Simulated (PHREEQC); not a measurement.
A solution holds 0.075 mol/kgw HF, 0.0031 mol/kgw (CH3)4NF, 0.001 mol/kgw H2SiF6 and 0.0048 mol/kgw HCl, at 80 °C. Closed to the air; pH follows from the charge balance.

Model: ion-association model, phreeqc.dat, run in PHREEQC.

No solid was allowed to form.

Problem. What pH does the model give?

Solution. pH 2.18.

Problem. In which forms is F present?

Solution. HF 87 %, SiF6-2 7.1 %, F- 3.4 %, HF2- 2.1 % of the F.

Complexes and solids missing from the database can't appear. (CH3)4N+ isn't in the database: it is added as a free cation with an ion size of 4 Å. Away from 25 °C the constants follow the database's enthalpies or fits; those with neither stay at their 25 °C values. SiF6-2 is the database's only silicon fluoride.
